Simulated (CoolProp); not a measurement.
R365MFC at several states: density (kg/m³) from the reference equation and from simpler models built on Tc = 460.0 K, pc = 3266 kPa, ω = 0.377; each cubic takes its own stable root.

Computed with CoolProp (reference Helmholtz-energy equation of state, Lemmon 2016).

| T (K) | p (kPa) | phase | reference | Soave-Redlich-Kwong | Peng-Robinson |
|---|---|---|---|---|---|
| 428.1 | 16600 | liquid | [?] | [?] | 1087 |
| 498.5 | 1730 | gas | [?] | [?] | 73.73 |
| 294.8 | 1030 | liquid | 1266 | [?] | 1322 |
| 244.5 | 353 | liquid | 1367 | [?] | 1411 |
| 290.7 | 160 | liquid | 1273 | 1176 | 1328 |
| 443.7 | 193 | gas | 7.941 | 7.931 | 7.950 |

Question: Fill in the missing entries.

Answer: 
- 428.1, reference: 1035
- 428.1, Soave-Redlich-Kwong: 971.3
- 498.5, reference: 73.40
- 498.5, Soave-Redlich-Kwong: 72.25
- 294.8, Soave-Redlich-Kwong: 1171
- 244.5, Soave-Redlich-Kwong: 1254
